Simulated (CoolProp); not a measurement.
Vapour-liquid equilibrium of R134a (1) + R1234ze(E) (2) at 237 K; x and y are mole fractions of (1).

The numbers come from the multi-fluid Helmholtz-energy mixture model, Tillner-Roth 1994 and Thol 2016; pair parameters Bell 2022 in CoolProp.

```json
[
 {"x": "0.05", "bubble pressure (MPa)": "0.04668", "y at the bubble point": "0.083", "dew pressure at overall composition x (MPa)": "0.04599", "liquid density (mol/L)": "11.83"},
 {"x": "0.15", "bubble pressure (MPa)": "0.04964", "y at the bubble point": "0.223", "dew pressure at overall composition x (MPa)": "0.04808", "liquid density (mol/L)": "12.01"},
 {"x": "0.25", "bubble pressure (MPa)": "0.05210", "y at the bubble point": "0.338", "dew pressure at overall composition x (MPa)": "0.05022", "liquid density (mol/L)": "12.20"},
 {"x": "0.35", "bubble pressure (MPa)": "0.05418", "y at the bubble point": "0.439", "dew pressure at overall composition x (MPa)": "0.05235", "liquid density (mol/L)": "12.39"},
 {"x": "0.45", "bubble pressure (MPa)": "0.05597", "y at the bubble point": "0.531", "dew pressure at overall composition x (MPa)": "0.05440", "liquid density (mol/L)": "12.59"},
 {"x": "0.55", "bubble pressure (MPa)": "0.05753", "y at the bubble point": "0.618", "dew pressure at overall composition x (MPa)": "0.05633", "liquid density (mol/L)": "12.79"},
 {"x": "0.65", "bubble pressure (MPa)": "0.05889", "y at the bubble point": "0.702", "dew pressure at overall composition x (MPa)": "0.05807", "liquid density (mol/L)": "13.00"},
 {"x": "0.75", "bubble pressure (MPa)": "0.06009", "y at the bubble point": "0.786", "dew pressure at overall composition x (MPa)": "0.05959", "liquid density (mol/L)": "13.21"},
 {"x": "0.85", "bubble pressure (MPa)": "0.06113", "y at the bubble point": "0.870", "dew pressure at overall composition x (MPa)": "0.06089", "liquid density (mol/L)": "13.44"},
 {"x": "0.95", "bubble pressure (MPa)": "0.06203", "y at the bubble point": "0.956", "dew pressure at overall composition x (MPa)": "0.06197", "liquid density (mol/L)": "13.67"}
]
```

No azeotrope shows between x = 0.05 and 0.95.

The pair parameters rest on a limited set of measurements; away from them the model extrapolates.
